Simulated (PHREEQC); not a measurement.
Metal-bearing waste water

Consider water at 30 °C with 0.027 mol MnSO4, 0.045 mol CaCl2, 0.0012 mol NaHCO3 and 0.00033 mol NaCl per kg of water. Closed to the air; pH follows from the charge balance.

Equilibrium calculation in PHREEQC: ion-association model with the Debye-Hückel limiting law, phreeqc.dat.

```yaml
pH: 7.13
ionic_strength: 0.229 mol/kgw
total_alkalinity: 1.20 meq/kg
```

| species | molality | activity | log γ |
|---|---|---|---|
| Cl- | 0.0894 | 0.0507 | -0.246 |
| Ca+2 | 0.0429 | 0.00445 | -0.985 |
| Mn+2 | 0.0246 | 0.00255 | -0.985 |
| SO4-2 | 0.0237 | 0.00246 | -0.985 |
| CaSO4 | 0.00202 | 0.00202 | 0.000 |
| Na+ | 0.00151 | 0.000857 | -0.246 |
| MnSO4 | 0.00122 | 0.00122 | 0.000 |
| MnCl+ | 0.000927 | 0.000526 | -0.246 |
| HCO3- | 0.000819 | 0.000465 | -0.246 |
| MnHCO3+ | 0.000186 | 0.000106 | -0.246 |
| CO2 | 7.36e-5 | 7.36e-5 | 0.000 |

This is a speciation only: nothing precipitates in the calculation. The solution is supersaturated, for example in Rhodochrosite, so a real one may precipitate; this is no full list.
